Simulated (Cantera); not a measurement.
A closed system holds: 1 mol MgSO4, 2.3 mol H2O, a varied amount of H2, equilibrated at 577 °C and 1.33 mbar.

These are equilibrium values from Cantera (NASA tables, ideal gas, pure condensed phases), not measurements of a reactor. Candidate condensed phases: H2O, H2SO4, Mg, MgO, Mg(OH)2, MgS, MgSO4, S; 26 gas species. Gases not in the tables: S3 to S7. The numbers say what is thermodynamically allowed, not how fast it happens.

**Question.** At 3.2 mol H2, list the 6 most abundant gas species with their mole fractions, and the condensed phases.

**Answer.** H2O 0.860, H2S 0.0674, S2 0.0405, SO2 0.0216, H2 0.0101, S2O 0.000161. Condensed: MgO(s).
